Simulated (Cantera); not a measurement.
A closed system holds: 1 mol CH3SiH3, 0.18 mol C2H2, 1600 mol H2, equilibrated at 2250 K and 28.0 mbar.

These are equilibrium values from Cantera (NASA tables, ideal gas, pure condensed phases), not measurements of a reactor. Candidate condensed phases: C, C6H6, C7H8, C8H18, Si, SiC; 87 gas species. The feed counts by its element totals alone. Kinetics and transport are ignored.

Base state: H2 0.956, H 0.0434, Si 0.000550, C2H2 (acetylene) 0.000402, SiH 3.62e-5 (mole fractions); condensed: gas only.

What changes in the equilibrium state with this change: temperature from 2250 K to 1573 K?


```csv
species,before,after
H2,0.956,1.000
H,0.0434,0.000243
CH4,2.15e-6,5.13e-5
Si,0.000550,1.88e-8
SiH,3.62e-5,7.57e-9
C2H2 (acetylene),0.000402,2.06e-5
"C(graphite), mol",0,0.211
"SiC(s), mol",0,1.000
```

What changes in the equilibrium state with this change: pressure from 28.0 mbar to 0.330 bar?


```json
[
 {"species": "H2", "before": "0.956", "after": "0.986"},
 {"species": "H", "before": "0.0434", "after": "0.0128"},
 {"species": "Si", "before": "0.000550", "after": "0.000401"},
 {"species": "CH4", "before": "2.15e-6", "after": "2.61e-5"},
 {"species": "SiH2", "before": "9.32e-6", "after": "8.27e-5"},
 {"species": "Si2C", "before": "2.82e-6", "after": "1.72e-5"}
]
```
Gases not in the tables: Si2H6 and higher silanes.

What changes in the equilibrium state with this change: temperature from 2250 K to 1400 K?


```tsv
species	before	after
H2	0.956	1.000
CH4	2.15e-6	0.000121
H	0.0434	2.91e-5
Si	0.000550	<1e-9
SiH	3.62e-5	<1e-9
C2H2 (acetylene)	0.000402	2.52e-6
C(graphite), mol	0	0.158
SiC(s), mol	0	1.000
```
